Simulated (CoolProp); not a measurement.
Saturation properties of R236EA (Tc = 412.4 K, pc = 34.14 bar, ω = 0.368).

Model: reference Helmholtz-energy equation of state, Rui 2013, in CoolProp.

```
T (K)     p (bar)  vapour density (kg/m³)  liquid cp (kJ/(kg K))  liquid conductivity (mW/(m K))
-----  ----------  ----------------------  ---------------------  ------------------------------
310.6  (withheld)                   20.30             (withheld)                            75.3
316.1       3.695                   23.98                  1.292                            73.4
321.7       4.367                   28.27                  1.305                            71.5
327.2       5.114                   33.08                  1.319                            69.7
332.8       5.970                   38.67                  1.335                            67.8
338.3       6.912                   44.91                  1.352                            66.0
343.9       7.983                   52.14                  1.372                            64.2
349.5       9.175                   60.39                  1.395                            62.4
355         10.47              (withheld)                  1.421                            60.7
360.6       11.93              (withheld)                  1.452                            59.0
366.1  (withheld)                   92.53                  1.488                            57.3
371.7       15.26                   106.8                  1.534                            55.5
377.2       17.16                   123.2             (withheld)                            53.8
```

Complete the blanks.


- 310.6, p (bar): 3.115
- 310.6, liquid cp (kJ/(kg K)): 1.281
- 355, vapour density (kg/m³): 69.63
- 360.6, vapour density (kg/m³): 80.39
- 366.1, p (bar): 13.50
- 377.2, liquid cp (kJ/(kg K)): 1.591

It boils at 279.3 K under 1 atm.

Thermal conductivity comes from a separate model (Huber 2003), an estimate that may be off by 10 % or more.
